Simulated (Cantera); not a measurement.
Cantera run, input and output.

```python
import numpy as np
import cantera as ct

gas = ct.Solution("gri30.yaml")
gas.TPX = 1675, 2300000, {'CH4': 1, 'O2': 4.08, 'N2': 15.3, 'H2O': 0.75}
reactor = ct.IdealGasReactor(gas, energy="on", clone=False)
net = ct.ReactorNet([reactor])
net.rtol, net.atol = 1e-08, 1e-16
show = ['CH4', 'O2', 'H2O', 'H2', 'CO2', 'C2H4', 'CH2O']
times = np.geomspace(3e-06, 6, 14)

steps = ct.SolutionArray(gas, extra=["t"])
rows = []
print(f"{'t/s':>10s}{'T/K':>9s}{'P/Pa':>11s}" + "".join(f"{s:>11s}" for s in show))
for t in times:
    while net.time < t:
        t_next = net.step()
        steps.append(gas.state, t=t_next)
    rows.append([np.interp(t, steps.t, y) for y in (steps.T, steps.P, *steps(*show).X.T)])
    print(f"{t:10.3e}{rows[-1][0]:9.1f}{rows[-1][1]:11.4g}" + "".join(f"{x:11.3e}" for x in rows[-1][2:]))
rate = np.gradient(steps.T, steps.t)
print("integrator steps:", len(steps.t))
if steps.T.max() > steps.T[0] + 200:
    print(f"time of steepest temperature rise: {steps.t[rate.argmax()]:.4e} s")
gas.TPX = 1675, 2300000, {'CH4': 1, 'O2': 4.08, 'N2': 15.3, 'H2O': 0.75}
gas.equilibrate("UV")
print(f"equilibrium (UV): T = {gas.T:.1f} K  " + "  ".join(f"{s} {gas[s].X[0]:.3e}" for s in show))
```

It prints:

```
       t/s      T/K       P/Pa        CH4         O2        H2O         H2        CO2       C2H4       CH2O
 3.000e-06   1675.0    2.3e+06  4.717e-02  1.930e-01  3.557e-02  1.312e-05  1.221e-07  7.198e-07  4.103e-05
 9.158e-06   1684.1  2.313e+06  4.522e-02  1.918e-01  3.699e-02  2.683e-04  1.007e-05  6.977e-05  6.943e-04
 2.796e-05   2770.6  3.829e+06  6.720e-16  9.555e-02  1.221e-01  1.249e-03  4.392e-02  1.436e-23  5.950e-11
 8.535e-05   2761.8  3.816e+06  6.620e-17  9.351e-02  1.224e-01  1.223e-03  4.400e-02  1.084e-25  5.669e-11
 2.606e-04   2744.9  3.792e+06  5.792e-17  8.964e-02  1.227e-01  1.175e-03  4.416e-02  8.489e-26  5.169e-11
 7.954e-04   2731.5  3.772e+06  5.185e-17  8.657e-02  1.230e-01  1.138e-03  4.427e-02  6.939e-26  4.797e-11
 2.428e-03   2729.8   3.77e+06  5.115e-17  8.619e-02  1.231e-01  1.133e-03  4.429e-02  6.769e-26  4.753e-11
 7.413e-03   2729.8   3.77e+06  5.115e-17  8.619e-02  1.231e-01  1.133e-03  4.429e-02  6.769e-26  4.753e-11
 2.263e-02   2729.8   3.77e+06  5.115e-17  8.619e-02  1.231e-01  1.133e-03  4.429e-02  6.769e-26  4.753e-11
 6.908e-02   2729.8   3.77e+06  5.115e-17  8.619e-02  1.231e-01  1.133e-03  4.429e-02  6.769e-26  4.753e-11
 2.109e-01   2729.8   3.77e+06  5.115e-17  8.619e-02  1.231e-01  1.133e-03  4.429e-02  6.769e-26  4.753e-11
 6.438e-01   2729.8   3.77e+06  5.115e-17  8.619e-02  1.231e-01  1.133e-03  4.429e-02  6.769e-26  4.753e-11
 1.965e+00   2729.8   3.77e+06  5.115e-17  8.619e-02  1.231e-01  1.133e-03  4.429e-02  6.769e-26  4.753e-11
 6.000e+00   2729.8   3.77e+06  5.115e-17  8.619e-02  1.231e-01  1.133e-03  4.429e-02  6.769e-26  4.753e-11
integrator steps: 1749
time of steepest temperature rise: 1.7273e-05 s
equilibrium (UV): T = 2729.8 K  CH4 7.121e-17  O2 8.619e-02  H2O 1.231e-01  H2 1.133e-03  CO2 4.429e-02  C2H4 8.268e-26  CH2O 4.753e-11
```

Model: GRI-Mech 3.0 (53 species, 325 reactions), integrated in Cantera. The pressure lies above the range GRI-Mech 3.0 was tuned for (to about 10 atm).
